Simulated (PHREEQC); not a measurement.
1.2 g of hydrous ferric oxide (600 m²/g; 0.2 weak and 0.005 strong sites per Fe, Dzombak-Morel constants, diffuse double layer) in 1 kg of water with 0.1 mol/kgw of an inert sodium salt and 0.0014 mol ZnSO4 and 3.9e-05 mol MgCl2, at 25 °C; the pH is set by adding NaOH or the inert anion's acid. Oxygen is held at 0.21 atm. No CO2 enters from the air. No solid was allowed to form.

The series has 17 steps of pH, from 3 to 11.

Computed with PHREEQC (ion-association model, wateq4f.dat).

**Question.** Near which pH is half of the S sorbed, and on which side is more sorbed?

**Answer.** Near pH 5.5, with more sorbed at lower pH.

**Question.** Near which pH is half of the Zn sorbed, and on which side is more sorbed?

**Answer.** Near pH 6.5, with more sorbed at higher pH.

**Question.** Near which pH is half of the Mg sorbed, and on which side is more sorbed?

**Answer.** Near pH 9.2, with more sorbed at higher pH.

Along this series the solution becomes supersaturated in solids that the run did not let form, among them Zn(OH)2-e, Zn4(OH)6SO4. The oxide is taken as insoluble; below pH 4 it would dissolve.
